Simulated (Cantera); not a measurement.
Feed: 1 mol SiH4, 14 mol CO2, 4.8 mol O3, equilibrated at 0.000160 bar.

These are equilibrium values from Cantera (NASA tables, ideal gas, pure condensed phases), not measurements of a reactor. Candidate condensed phases: C, C6H6, C7H8, C8H18, H2O, Si, SiC, SiO2; 123 gas species. The tables hold silica as quartz up to 1696 K and as liquid above; real silica turns to tridymite and cristobalite and melts near 1996 K. Kinetics and transport are ignored.

log p: log10 of the partial pressure in bar; n: condensed amount in mol.

| T (K) | log p CO2 | log p O2 | log p H2O | log p OH | log p CO | log p O | n SiO2(α-quartz) | n SiO2(β-quartz) |
|---|---|---|---|---|---|---|---|---|
| 700 | -3.98 | -4.41 | -4.82 | -13.41 | <-15 | <-15 | 1.00 | 0 |
| 750 | -3.98 | -4.41 | -4.82 | -12.61 | <-15 | <-15 | 1.00 | 0 |
| 800 | -3.98 | -4.41 | -4.82 | -11.90 | -15.68 | -15.30 | 1.00 | 0 |
| 850 | -3.98 | -4.41 | -4.82 | -11.28 | -14.60 | -14.33 | 0 | 1.00 |
| 900 | -3.98 | -4.41 | -4.82 | ? | ? | ? | 0 | 1.00 |
| 950 | -3.98 | -4.41 | -4.82 | -10.23 | -12.77 | -12.70 | 0 | 1.00 |
| 1000 | -3.98 | -4.41 | -4.82 | ? | ? | ? | 0 | 1.00 |
| 1050 | -3.98 | -4.41 | -4.82 | -9.38 | -11.29 | -11.38 | 0 | 1.00 |
| 1100 | -3.98 | -4.41 | -4.82 | -9.01 | -10.65 | -10.81 | 0 | 1.00 |
| 1150 | -3.98 | -4.41 | -4.82 | -8.67 | -10.06 | -10.28 | 0 | 1.00 |

Q: What belongs in the gaps?

A: 
- 1000, log p OH: -9.78
- 1000, log p CO: -11.99
- 1000, log p O: -12.01
- 900, log p OH: -10.72
- 900, log p CO: -13.63
- 900, log p O: -13.47
